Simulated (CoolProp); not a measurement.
Vapour pressure (kPa) of C2F6 (R116): the reference equation beside estimates from Tc = 293.0 K, pc = 3048 kPa, ω = 0.257. Clausius-Clapeyron is anchored at 206.8 K with a constant enthalpy of vaporisation of 15.41 kJ/mol.

Values from CoolProp's reference Helmholtz-energy equation of state, Lemmon 2006. It is a short technical equation, of lower accuracy than the large ones.

```csv
T (K),reference,Lee-Kesler,Clausius-Clapeyron,van der Waals,Redlich-Kwong,Soave-Redlich-Kwong,Peng-Robinson
199.3,126.6,126.2,130.5,526.6,208.0,126.2,126.2
206.8,182.8,182.9,182.8,636.8,285.4,182.8,182.0
214.2,255.4,256.2,249.2,759.2,380.1,256.1,254.2
221.7,349.4,351.0,333.9,897.9,497.0,351.4,347.8
229.2,467.4,469.9,439.0,1052,637.1,471.3,465.7
236.7,612.8,616.1,567.3,1222,802.5,619.5,611.5
244.2,789.6,793.4,721.6,1408,995.3,799.9,789.3
251.6,998.5,1003,902.1,1608,1214,1013,1000
```

Absolute difference from the reference over all 8 rows, mean and median: Lee-Kesler 0.4 and 0.5 %, Clausius-Clapeyron 5.2 and 5.3 %, van der Waals 160.3 and 141.0 %, Redlich-Kwong 40.8 and 39.3 %, Soave-Redlich-Kwong 0.7 and 0.7 %, Peng-Robinson 0.3 and 0.3 %.
